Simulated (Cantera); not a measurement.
Cantera run:

```python
import numpy as np
import cantera as ct

gas_names = [...]  # 87 gases of nasa_gas.yaml made of C, H, Si
cond_names = """
    C(gr) C6H6(L) C7H8(L) C8H18(L),n-octa Si(cr) Si(L) SiC(b)
""".split()


# ... load() reads the species with a 1 bar reference pressure and builds the phases ...
atoms = {
    'SiH4': {'Si': 1, 'H': 4},
    'C2H4': {'C': 2, 'H': 4},
    'H2': {'H': 2},
}
top_T = {'C(gr)': 4500, 'SiC(b)': 3050}  # K; cautious upper limits of use, not melting points


# ... equilibrate(T, P, feed) seeds the gas with the atoms and calls Mixture.equilibrate('TP', solver="vcs", rtol=1e-11, max_steps=5000) ...
results = []
feed = {'SiH4': 1, 'C2H4': 1.1, 'H2': 1.3}  # mol
T = 2373.15  # K
P = 1000  # Pa
mix = equilibrate(T, P, feed)
results.append((T, P, feed, dict(zip(mix.species_names, mix.species_moles))))
x = sorted(zip(gas.X, gas.species_names), reverse=True)
print(f"T = {T:g} K  P = {P:g} Pa  gas = {mix.phase_moles(0):.4g} mol")
print("   x: " + "  ".join(f"{s} {v:.3e}" for v, s in x if v > 0.001))
print("   condensed (mol): " + ("  ".join(f"{mix.phase(i).name} {mix.phase_moles(i):.4g}"
      for i in range(1, mix.n_phases) if mix.phase_moles(i) > 1e-12) or "none"))
```

Output:

```
T = 2373.15 K  P = 1000 Pa  gas = 6.133 mol
   x: H2 8.276e-01  H 1.271e-01  Si 3.054e-02  SiC2 5.381e-03  C2H2,acetylene 5.095e-03  Si2C 3.090e-03
   condensed (mol): C(gr) 1.317  SiC(b) 0.7342
```

These are equilibrium values from Cantera (NASA tables, ideal gas, pure condensed phases), not measurements of a reactor. Gases not in the tables: Si2H6 and higher silanes.
